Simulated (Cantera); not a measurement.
Charge: 1 mol SiC, 0.16 mol N₂O, 3.2 mol N₂, at 0.890 bar.

Cantera equilibrium calculation (NASA polynomials, part measured and part estimated; ideal gas, pure solids and liquids). Candidate condensed phases: C, Si, SiC, SiO₂, Si₂N₂O, Si₃N₄; 34 gas species. Mutual solubility and eutectic melting of coexisting phases are not modelled. Rates play no part.

Task: Which condensed phases are stable at each of these points (T (K)): 1098, 1198, 1298, 1398, 1498, 1598, 1698, 1798, 1898, 1998, 2098?

Result: 
```tsv
T (K)	condensed phases	Si condensed (%)
1098	C(graphite) + Si₂N₂O(s) + Si₃N₄(s)	100.0
1198	C(graphite) + Si₂N₂O(s) + Si₃N₄(s)	100.0
1298	C(graphite) + Si₂N₂O(s) + Si₃N₄(s)	100.0
1398	C(graphite) + Si₂N₂O(s) + Si₃N₄(s)	100.0
1498	C(graphite) + Si₂N₂O(s) + Si₃N₄(s)	100.0
1598	C(graphite) + Si₂N₂O(s) + Si₃N₄(s)	100.0
1698	C(graphite) + Si₂N₂O(s) + Si₃N₄(s)	100.0
1798	C(graphite) + SiC(s) + Si₂N₂O(s)	100.0
1898	SiC(s) + Si₂N₂O(s)	99.7
1998	SiC(s) + Si₂N₂O(s)	98.3
2098	SiC(s) + Si₂N₂O(s)	92.9
```

From 1098 K to 1698 K the condensed part is C(graphite) + Si₂N₂O(s) + Si₃N₄(s). At 1798 K the condensed part is C(graphite) + SiC(s) + Si₂N₂O(s). From 1898 K to 2098 K the condensed part is SiC(s) + Si₂N₂O(s).
